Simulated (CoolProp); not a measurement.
Model: reference Helmholtz-energy equation of state, Lemmon 2006, in CoolProp. It is a short technical equation, of lower accuracy than the large ones.

For nitrous oxide, give the phase and the Joule-Thomson coefficient (K/MPa) at 60.65 °C and 402 kPa; 77.15 °C and 402 kPa.


- 60.65 °C and 402 kPa: gas; Joule-Thomson coefficient 8.43
- 77.15 °C and 402 kPa: gas; Joule-Thomson coefficient 7.55
